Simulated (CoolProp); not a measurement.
The fluid at 505.31 K and 4.03 MPa flows at 4.7 m/s in a round tube of 20 mm bore and 0.25 µm roughness, fully developed (64/Re and Nu = 3.66 if laminar; Colebrook and Gnielinski if turbulent). The same conditions are run with several fluids, on thermodynamics alone (safety and materials aside).

Model: reference Helmholtz-energy equation of state of each fluid (methanol: de Reuck 1993; oxygen: Schmidt 1985; propylene: Lemmon 2013; ethane: Bücker 2006; ammonia: Gao 2020), in CoolProp.

| fluid | Reynolds number | Darcy friction factor | pressure drop (Pa/m) | heat-transfer coefficient (W/(m² K)) | mass flow (kg/h) |
|---|---|---|---|---|---|
| methanol | 229000 | 0.0153 | 334 | 1230 | 210 |
| oxygen | 91300 | 0.0184 | 309 | 364 | 162 |
| propylene | 263000 | [?] | 371 | 1040 | [?] |
| ethane | 180000 | [?] | 268 | 854 | 161 |
| ammonia | 89700 | 0.0185 | 177 | 542 | 92.4 |

Question: Complete the blanks.

Answer: 
- propylene, Darcy friction factor: 0.0150
- propylene, mass flow (kg/h): 239
- ethane, Darcy friction factor: 0.0161

Above 300 K oxygen's equation is extrapolated.

Transport values come from each fluid's own correlations; those of propylene are estimates that may be off by 10 % or more.
